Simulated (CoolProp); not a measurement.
R114 along the isobar 1600 kPa: Z from the reference equation and from simpler models built on Tc = 420.6 K, pc = 3352 kPa, ω = 0.252; each cubic takes its own stable root.

Values from CoolProp's reference Helmholtz-energy equation of state, Platzer 1990. This equation is an older, rougher fit; its heat capacities, sound speeds and derivatives of the liquid may be far off and weren't checked against measurements.

```
T (K)   phase  reference
-----  ------  ---------
374    liquid    0.07522
384.2     gas     0.7114
389.3     gas     0.7312
394.4     gas     0.7484
399.5     gas     0.7637
404.6     gas     0.7773
409.7     gas     0.7896
414.8     gas     0.8008
419.9     gas     0.8111
425       gas     0.8205
430.1     gas     0.8293
435.1     gas     0.8372
440.2     gas     0.8448
445.3     gas     0.8519
450.4     gas     0.8586
```

Problem. How far does each simpler model (van der Waals, Redlich-Kwong) lie from the reference over these 15 states: mean and median of the absolute difference, and the worst?

Solution. 
- van der Waals: mean 64.7 %, median 3.5 %, worst +913.7 % at 374 K and 1600 kPa
- Redlich-Kwong: mean 57.0 %, median 0.6 %, worst +840.4 % at 374 K and 1600 kPa

At some of these states van der Waals, Redlich-Kwong gives the other phase, because its saturation line lies elsewhere.
